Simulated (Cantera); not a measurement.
A closed system holds: 1 mol SiCl₄, 0.93 mol Cl₂, 2.6 mol H₂, at 575 °C and 0.140 bar.

These are equilibrium values from Cantera (NASA tables, ideal gas, pure condensed phases), not measurements of a reactor. Candidate condensed phases: Si; 19 gas species. Rates play no part.

Base state: HCl 0.411, H₂ 0.368, SiCl₄ 0.220, SiHCl₃ 0.000321 (mole fractions); condensed: gas only.

Question: What changes in the equilibrium state with this change: temperature from 575 °C to 802 °C?

Answer: 
```
species    before     after
-------  --------  --------
HCl         0.411     0.413
H₂          0.368     0.366
SiCl₄       0.220     0.218
SiCl₂     1.96e-9   1.48e-5
SiCl₃     2.45e-6  0.000451
SiHCl₃   0.000321   0.00240
```
The tables' values for SiCl₃ are old estimates; treat these amounts as uncertain.

Question: What changes in the equilibrium state with this change: temperature from 575 °C to 927 °C?

Answer: 
```tsv
species	before	after
HCl	0.411	0.419
H₂	0.368	0.361
SiCl₄	0.220	0.212
SiCl₂	1.96e-9	0.000438
SiCl₃	2.45e-6	0.00325
```
The tables' values for SiCl₃ are old estimates; treat these amounts as uncertain.
